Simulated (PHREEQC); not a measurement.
## Alkaline etch or developer: an equilibrium model

A solution holds 0.0028 mol KOH, 0.00017 mol H3BO3 and 0.00023 mol NaCl per kg of water, at 25 °C. Closed to the air; pH follows from the charge balance.

Equilibrium calculation in PHREEQC: ion-association model, phreeqc.dat.

This is a speciation only: nothing precipitates in the calculation.

Problem. Predict the pH.

Solution. pH 11.39.
